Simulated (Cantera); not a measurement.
Feed: 1 mol trisilylamine, 0.35 mol N2, 35 mol H2, equilibrated at 518 Torr.

Cantera equilibrium calculation (NASA polynomials, part measured and part estimated; ideal gas, pure solids and liquids). Candidate condensed phases: Si, Si3N4; 18 gas species. The feed counts by its element totals alone. Mutual solubility and eutectic melting of coexisting phases are not modelled. Gases not in the tables: Si2H6 and higher silanes. The numbers say what is thermodynamically allowed, not how fast it happens.

Which condensed phases are stable at each of these points (T (°C)): 675, 750, 825, 900, 975, 1050, 1125, 1200, 1275, 1350, 1425?


```csv
T (°C),condensed phases,Si condensed (%)
675,Si(s) + Si3N4(s),100.0
750,Si(s) + Si3N4(s),100.0
825,Si(s) + Si3N4(s),100.0
900,Si(s) + Si3N4(s),100.0
975,Si(s) + Si3N4(s),100.0
1050,Si(s) + Si3N4(s),100.0
1125,Si(s) + Si3N4(s),100.0
1200,Si(s) + Si3N4(s),100.0
1275,Si(s) + Si3N4(s),100.0
1350,Si(s) + Si3N4(s),100.0
1425,Si(l) + Si3N4(s),100.0
```

From 675 °C to 1350 °C the condensed part is Si(s) + Si3N4(s). At 1425 °C the condensed part is Si(l) + Si3N4(s).
